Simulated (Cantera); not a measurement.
A closed system holds: 1 mol Pb, 0.015 mol H2S, 34 mol N2, held at 100000 Pa.

Equilibrium computed with Cantera from the NASA thermochemical tables; the gas is ideal and each condensed phase is pure. Candidate condensed phases: Pb, PbS, S; 18 gas species. Mutual solubility and eutectic melting of coexisting phases are not modelled. Kinetics and transport are ignored.

Which condensed phases are stable at each of these points (T (K)): 798, 848, 898, 948, 998, 1048, 1098, 1148, 1198, 1248, 1298?


```csv
T (K),condensed phases,Pb condensed (%)
798,Pb(l) + PbS(s),100.0
848,Pb(l) + PbS(s),100.0
898,Pb(l) + PbS(s),100.0
948,Pb(l) + PbS(s),99.9
998,Pb(l) + PbS(s),99.7
1048,Pb(l) + PbS(s),98.9
1098,Pb(l),98.1
1148,Pb(l),97.6
1198,Pb(l),96.4
1248,Pb(l),94.1
1298,Pb(l),89.8
```

From 798 K to 1048 K the condensed part is Pb(l) + PbS(s). From 1098 K to 1298 K the condensed part is Pb(l).
